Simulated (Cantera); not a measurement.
Input: 1 mol CuO, 0.84 mol C, 0.094 mol CO, at 0.100 bar.

These are equilibrium values from Cantera (NASA tables, ideal gas, pure condensed phases), not measurements of a reactor. Candidate condensed phases: C, Cu, CuO, Cu2O; 15 gas species. Equilibrium is a limit: real reactors are often held back by kinetics, nucleation or transport.

**Question.** Which condensed phases are stable at each of these points (T (K)): 1050, 1250, 1450, 1650, 1850, 2050, 2250, 2450?

**Answer.** 
```
T (K)  condensed phases  Cu condensed (%)
-----  ----------------  ----------------
1050              Cu(s)             100.0
1250              Cu(s)             100.0
1450              Cu(l)             100.0
1650              Cu(l)              99.9
1850              Cu(l)              99.1
2050              Cu(l)              93.1
2250              Cu(l)              51.5
2450           gas only               0.0
```

From 1050 K to 1250 K the condensed part is Cu(s). From 1450 K to 2250 K the condensed part is Cu(l). At 2450 K nothing is condensed.
